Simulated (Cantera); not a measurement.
**BN + NF3 + N2 (nitride etching)**

A closed system holds: 1 mol BN, 4.5 mol NF3, 1.9 mol N2, equilibrated at 0.0690 bar.

Equilibrium computed with Cantera from the NASA thermochemical tables; the gas is ideal and each condensed phase is pure. Candidate condensed phases: B, BN; 13 gas species. The numbers say what is thermodynamically allowed, not how fast it happens.

```csv
T (K),log p F,log p N2,log p F2,log p BF3,log p NF3
1048,-1.69,-1.60,-1.75,-2.27,-4.12
1098,-1.57,-1.63,-1.88,-2.29,-4.63
1148,-1.48,-1.65,-2.06,-2.32,-5.17
1198,-1.43,-1.67,-2.26,-2.34,-5.73
1248,-1.39,-1.68,-2.49,-2.35,-6.29
1298,-1.37,-1.69,-2.72,-2.36,-6.84
1348,-1.36,-1.69,-2.94,-2.36,-7.37
1398,-1.36,-1.70,-3.16,-2.37,-7.88
```
log p: log10 of the partial pressure in bar; nothing condenses.

From 1048 K to 1398 K nothing is condensed. The main B-bearing gas is BF3 throughout.
